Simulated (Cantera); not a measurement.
A freely propagating, adiabatic, planar premixed flame of H₂ : O₂ : N₂ = 1 : 0.568 : 2.14 (molar parts), equivalence ratio 0.88, unburnt at 350 K and 90000 Pa; mixture-averaged transport, grid criteria slope 0.08 and curve 0.16, no radiation.

Cantera simulation using the H2/O2 subset of GRI-Mech 3.0, which has no nitrogen chemistry; the numbers are that mechanism's predictions, not measurements. Burning velocities carry a grid error of a few per cent, more on coarse grids.

Task: How do the results move with these cheaper or finer settings: unity-Lewis-number transport; multicomponent transport; multicomponent+Soret transport; grid criteria slope 0.5, curve 1; grid criteria slope 0.25, curve 0.5; grid criteria slope 0.03, curve 0.06?

Result: 
| setting | laminar burning velocity | thermal thickness | peak x(OH) | peak x(HO₂) | grid points |
|---|---|---|---|---|---|
| as above | 254 cm/s | 0.415 mm | 0.0147 | 0.000438 | 105 |
| unity-Lewis-number transport | 187 cm/s | 0.345 mm | 0.0151 | 0.000307 | 104 |
| multicomponent transport | 249 cm/s | 0.409 mm | 0.0146 | 0.000440 | 107 |
| multicomponent+Soret transport | 227 cm/s | 0.403 mm | 0.0144 | 0.000434 | 105 |
| grid criteria slope 0.5, curve 1 | 282 cm/s | 0.502 mm | 0.0144 | 0.000423 | 38 |
| grid criteria slope 0.25, curve 0.5 | 259 cm/s | 0.440 mm | 0.0146 | 0.000426 | 54 |
| grid criteria slope 0.03, curve 0.06 | 251 cm/s | 0.409 mm | 0.0147 | 0.000442 | 250 |
Unity Lewis numbers drop preferential diffusion, which matters most where H2 and H carry the flame; Soret adds thermal diffusion.
